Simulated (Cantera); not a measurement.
Cantera run:

```python
import numpy as np
import cantera as ct

gas_names = """
    B BH BH2 BH3 BN BO BO2 B2 B2O B2O2 B2O3 B3O3H3 H HBO HBO2 HNO HNO2 HNO3 HO2 H2 H2O H2O2 H3B3O6 N NH
    NH2 NH3 NH2OH NO NO2 NO3 N2 N2H2 N2H4 N2O O OH O2 O3
""".split()
cond_names = """
    B(b) B(L) BN(s) B2O3(L) B3O3H3(cr) H2O(s) H2O(L)
""".split()


# ... load() reads the species with a 1 bar reference pressure and builds the phases ...
atoms = {
    'B': {'B': 1},
    'O2': {'O': 2},
    'H2': {'H': 2},
    'NH3': {'N': 1, 'H': 3},
}
top_T = {'BN(s)': 3200}  # K; cautious upper limits of use, not melting points


# ... equilibrate(T, P, feed) seeds the gas with the atoms and calls Mixture.equilibrate('TP', solver="vcs", rtol=1e-11, max_steps=5000) ...
results = []
feed = {'B': 1, 'O2': 0.45, 'H2': 12, 'NH3': 2.3}  # mol
P = 133.322  # Pa
for T in [1448, 1523, 1598, 1673, 1748, 1823, 1898, 1973, 2048, 2123]:
    mix = equilibrate(T, P, feed)
    results.append((T, P, feed, dict(zip(mix.species_names, mix.species_moles))))
    x = sorted(zip(gas.X, gas.species_names), reverse=True)
    print(f"T = {T:g} K  P = {P:g} Pa  gas = {mix.phase_moles(0):.4g} mol")
    print("   x: " + "  ".join(f"{s} {v:.3e}" for v, s in x if v > 1e-05))
    print("   condensed (mol): " + ("  ".join(f"{mix.phase(i).name} {mix.phase_moles(i):.4g}"
          for i in range(1, mix.n_phases) if mix.phase_moles(i) > 1e-12) or "none"))
```

Output:

```
T = 1448 K  P = 133.322 Pa  gas = 16.64 mol
   x: H2 9.203e-01  N2 5.741e-02  HBO 8.392e-03  HBO2 7.263e-03  B2O3 5.394e-03  B2O2 6.598e-04  H2O 3.112e-04  H 2.422e-04  BO 6.223e-05
   condensed (mol): BN(s) 0.3895  B2O3(L) 0.07373
T = 1523 K  P = 133.322 Pa  gas = 16.8 mol
   x: H2 9.080e-01  N2 5.918e-02  HBO 1.705e-02  B2O3 6.711e-03  HBO2 5.722e-03  B2O2 2.243e-03  H 6.032e-04  BO 2.856e-04  H2O 1.915e-04
   condensed (mol): BN(s) 0.312
T = 1598 K  P = 133.322 Pa  gas = 16.9 mol
   x: H2 8.992e-01  N2 6.154e-02  HBO 2.566e-02  B2O2 4.256e-03  B2O3 4.088e-03  HBO2 2.912e-03  H 1.382e-03  BO 8.978e-04  H2O 9.853e-05
   condensed (mol): BN(s) 0.2199
T = 1673 K  P = 133.322 Pa  gas = 16.99 mol
   x: H2 8.910e-01  N2 6.329e-02  HBO 3.207e-02  B2O2 5.662e-03  H 2.944e-03  BO 2.191e-03  B2O3 1.663e-03  HBO2 1.166e-03  H2O 4.624e-05
   condensed (mol): BN(s) 0.1488
T = 1748 K  P = 133.322 Pa  gas = 17.07 mol
   x: H2 8.845e-01  N2 6.399e-02  HBO 3.466e-02  H 5.885e-03  B2O2 5.703e-03  BO 4.358e-03  B2O3 4.971e-04  HBO2 3.899e-04  H2O 2.030e-05  BH2 1.070e-05
   condensed (mol): BN(s) 0.1152
T = 1823 K  P = 133.322 Pa  gas = 17.16 mol
   x: H2 8.777e-01  N2 6.401e-02  HBO 3.440e-02  H 1.112e-02  BO 7.570e-03  B2O2 4.914e-03  B2O3 1.296e-04  HBO2 1.216e-04  BH2 3.698e-05  B2O 1.863e-05
   condensed (mol): BN(s) 0.1035
T = 1898 K  P = 133.322 Pa  gas = 17.28 mol
   x: H2 8.680e-01  N2 6.373e-02  HBO 3.227e-02  H 1.995e-02  BO 1.190e-02  B2O2 3.839e-03  BH2 1.155e-04  B2O 7.017e-05  HBO2 3.715e-05  B2O3 3.184e-05
   condensed (mol): BN(s) 0.09787
T = 1973 K  P = 133.322 Pa  gas = 17.46 mol
   x: H2 8.534e-01  N2 6.332e-02  H 3.414e-02  HBO 2.871e-02  BO 1.710e-02  B2O2 2.740e-03  BH2 3.285e-04  B2O 2.259e-04  B 6.102e-05  HBO2 1.110e-05
   condensed (mol): BN(s) 0.08949
T = 2048 K  P = 133.322 Pa  gas = 17.75 mol
   x: H2 8.297e-01  N2 6.478e-02  H 5.586e-02  HBO 2.416e-02  BO 2.257e-02  B2O2 1.786e-03  BH2 5.082e-04  B2O 3.739e-04  B 2.181e-04  BH 1.399e-05
   condensed (mol): B(b) 0.08033
T = 2123 K  P = 133.322 Pa  gas = 18.11 mol
   x: H2 7.986e-01  H 8.781e-02  N2 6.349e-02  BO 2.762e-02  HBO 1.936e-02  B2O2 1.075e-03  BH2 7.262e-04  B 6.865e-04  B2O 5.444e-04  BH 3.352e-05
   condensed (mol): B(b) 0.06391
```

Cantera equilibrium calculation (NASA polynomials, part measured and part estimated; ideal gas, pure solids and liquids). Mutual solubility and eutectic melting of coexisting phases are not modelled. The tables' values for BH2 are old estimates; treat these amounts as uncertain.
